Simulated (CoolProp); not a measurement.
R365MFC along the isobar 15.5 MPa: fugacity coefficient from the reference equation and from simpler models built on Tc = 460.0 K, pc = 3.266 MPa, ω = 0.377; each cubic takes its own stable root.

Computed with CoolProp (reference Helmholtz-energy equation of state, Lemmon 2016).

```csv
T (K),phase,reference
369.8,liquid,0.05798
373.7,liquid,0.06297
377.6,liquid,0.06822
381.5,liquid,0.07374
385.4,liquid,0.07953
389.3,liquid,0.08558
393.2,liquid,0.09191
397.1,liquid,0.09850
401,liquid,0.1054
404.9,liquid,0.1125
408.8,liquid,0.1199
412.7,liquid,0.1275
416.6,liquid,0.1354
420.5,liquid,0.1435
424.4,liquid,0.1519
```

How far does each simpler model (van der Waals, Redlich-Kwong, Soave-Redlich-Kwong, Peng-Robinson) lie from the reference over these 15 states: mean and median of the absolute difference, and the worst?


- van der Waals: mean 122.9 %, median 117.0 %, worst +195.8 % at 369.8 K and 15.5 MPa
- Redlich-Kwong: mean 39.0 %, median 38.0 %, worst +58.5 % at 369.8 K and 15.5 MPa
- Soave-Redlich-Kwong: mean 8.9 %, median 9.0 %, worst +9.6 % at 424.4 K and 15.5 MPa
- Peng-Robinson: mean 1.3 %, median 1.2 %, worst -1.8 % at 369.8 K and 15.5 MPa
